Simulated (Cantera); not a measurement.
A closed system holds: 1 mol SiCl4, 1.1 mol HCl, 14 mol H2, equilibrated at 1400 K and 180000 Pa.

Method: chemical equilibrium by Gibbs-energy minimisation in Cantera with the NASA 1993 tables (ideal gas, pure condensed phases). Candidate condensed phases: Si; 19 gas species. The tables' values for SiCl3 are old estimates; treat these amounts as uncertain. Rates play no part.

Base state: H2 0.827, HCl 0.112, SiCl4 0.0278, SiHCl3 0.0146, SiCl2 0.00974, SiCl3 0.00799, SiH2Cl2 0.00115, SiH3Cl 2.60e-5 (mole fractions); condensed: gas only.

Q: What changes in the equilibrium state with this change: pressure from 180000 Pa to 12000 Pa?

A: 
| species | before | after |
|---|---|---|
| H2 | 0.827 | 0.793 |
| HCl | 0.112 | 0.148 |
| SiCl2 | 0.00974 | 0.0337 |
| SiHCl3 | 0.0146 | 0.00444 |
| SiCl4 | 0.0278 | 0.0117 |
| SiH3Cl | 2.60e-5 | 4.17e-6 |
| SiH2Cl2 | 0.00115 | 0.000254 |
